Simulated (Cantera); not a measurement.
A Cantera script and what it prints.

```python
import numpy as np
import cantera as ct

gas_names = """
    Hg N NO NO2 NO3 N2 N2O O O2 O3
""".split()
cond_names = """
    Hg(cr) Hg(L) HgO(s)
""".split()


# ... load() reads the species with a 1 bar reference pressure and builds the phases ...
atoms = {
    'HgO': {'Hg': 1, 'O': 1},
    'O2': {'O': 2},
    'N2': {'N': 2},
}
top_T = {}  # K; cautious upper limits of use, not melting points


# ... equilibrate(T, P, feed) seeds the gas with the atoms and calls Mixture.equilibrate('TP', solver="vcs", rtol=1e-11, max_steps=5000) ...
results = []
feed = {'HgO': 1, 'O2': 0.13, 'N2': 11}  # mol
P = 470000  # Pa
for T in [598, 648, 698, 748, 798, 848, 898, 948, 998, 1048, 1098]:
    mix = equilibrate(T, P, feed)
    results.append((T, P, feed, dict(zip(mix.species_names, mix.species_moles))))

top = {s: max(r[3][s] / sum(r[3][g] for g in gas_names) for r in results) for s in gas_names}
cols = sorted((s for s in top if top[s] > 0.0001), key=lambda s: -top[s])[:7]
seen = [c for c in cond_names if any(r[3].get(c, 0) > 1e-12 for r in results)]
print("log10 of partial pressures in bar; condensed amounts in mol")
print(f"{'T/K':>10s}" + "".join(f"{s[:9]:>10s}" for s in cols + seen))
for T, P, feed, n in results:
    ng = sum(n[g] for g in gas_names)
    print(f"{T:10.4g}" + "".join(f"{np.log10(max(n[s] / ng * P / 1e5, 1e-99)):10.3f}" for s in cols)
          + "".join(f"{n.get(c, 0):10.4g}" for c in seen))
```

It prints:

```
log10 of partial pressures in bar; condensed amounts in mol
       T/K        N2        Hg        O2    HgO(s)
       598     0.666    -1.974    -1.222    0.9748
       648     0.655    -1.079    -1.022     0.797
       698     0.612    -0.429    -0.630         0
       748     0.612    -0.429    -0.630         0
       798     0.612    -0.429    -0.630         0
       848     0.612    -0.429    -0.630         0
       898     0.612    -0.429    -0.630         0
       948     0.612    -0.429    -0.630         0
       998     0.612    -0.429    -0.630         0
      1048     0.612    -0.429    -0.630         0
      1098     0.612    -0.429    -0.630         0
```

Equilibrium computed with Cantera from the NASA thermochemical tables; the gas is ideal and each condensed phase is pure.
